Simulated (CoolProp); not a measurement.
R21 along the isobar 1.07 MPa: fugacity coefficient from the reference equation and from simpler models built on Tc = 179.6 °C, pc = 5.289 MPa, ω = 0.206; each cubic takes its own stable root.

Computed with CoolProp (reference Helmholtz-energy equation of state, Platzer 1990). This equation is an older, rougher fit; its heat capacities, sound speeds and derivatives of the liquid may be far off and weren't checked against measurements.

```json
[
 {"T (°C)": "-20.75", "phase": "liquid", "reference": "0.02615"},
 {"T (°C)": "-0.65", "phase": "liquid", "reference": "0.06479"},
 {"T (°C)": "19.35", "phase": "liquid", "reference": "0.1374"},
 {"T (°C)": "39.45", "phase": "liquid", "reference": "0.2589"},
 {"T (°C)": "59.45", "phase": "liquid", "reference": "0.4408"},
 {"T (°C)": "79.55", "phase": "liquid", "reference": "0.6940"},
 {"T (°C)": "99.55", "phase": "gas", "reference": "0.8655"},
 {"T (°C)": "119.65", "phase": "gas", "reference": "0.8883"},
 {"T (°C)": "139.65", "phase": "gas", "reference": "0.9063"},
 {"T (°C)": "159.75", "phase": "gas", "reference": "0.9207"},
 {"T (°C)": "179.75", "phase": "gas", "reference": "0.9325"},
 {"T (°C)": "199.85", "phase": "gas", "reference": "0.9422"}
]
```

Problem. How far does each simpler model (van der Waals, Soave-Redlich-Kwong) lie from the reference over these 12 states: mean and median of the absolute difference, and the worst?

Solution. 
- van der Waals: mean 179.4 %, median 16.5 %, worst +934.8 % at -20.75 °C and 1.07 MPa
- Soave-Redlich-Kwong: mean 0.6 %, median 0.4 %, worst +1.8 % at 79.55 °C and 1.07 MPa

At some of these states van der Waals gives the other phase, because its saturation line lies elsewhere.
